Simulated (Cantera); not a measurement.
A perfectly stirred reactor is fed with 10.7 % H₂, 89.3 % O₂, at 0.00168 atm; it is held at 1325 K, and followed from long to short residence time.

Cantera simulation using the H2/O2 subset of GRI-Mech 3.0, which has no nitrogen chemistry; the numbers are that mechanism's predictions, not measurements. Radical loss at walls, strong at low pressure, is not modelled. The temperature is held fixed by assumption; the heat of reaction is taken as removed at once.

x: mole fraction; the columns are a selection and need not sum to one.

```
τ (s)      x H₂   x O₂   x H₂O₂   x H₂O     x O     x OH
------  -------  -----  -------  ------  ------  -------
3.6     0.00153  0.857  1.87e-8   0.103  0.0253  0.00636
1.5     0.00219  0.844  1.93e-8  0.0984  0.0368  0.00752
0.59    0.00286  0.831  1.93e-8  0.0934  0.0482  0.00844
0.24    0.00342  0.822  1.92e-8  0.0898  0.0553  0.00901
0.095   0.00417  0.818  1.97e-8  0.0872  0.0584  0.00945
0.038   0.00563  0.818        ?  0.0846  0.0578   0.0100
0.015   0.00899  0.821        ?  0.0801  0.0538   0.0110
0.0062   0.0161  0.828        ?  0.0723  0.0465   0.0122
0.0025   0.0314  0.840        ?  0.0579  0.0350   0.0128
0.0010   0.0630  0.863        ?  0.0323  0.0184  0.00988
```

### Question
Complete the blanks.

### Answer

- 0.038, x H₂O₂: 2.13e-8
- 0.015, x H₂O₂: 2.45e-8
- 0.0062, x H₂O₂: 2.90e-8
- 0.0025, x H₂O₂: 3.21e-8
- 0.0010, x H₂O₂: 2.33e-8
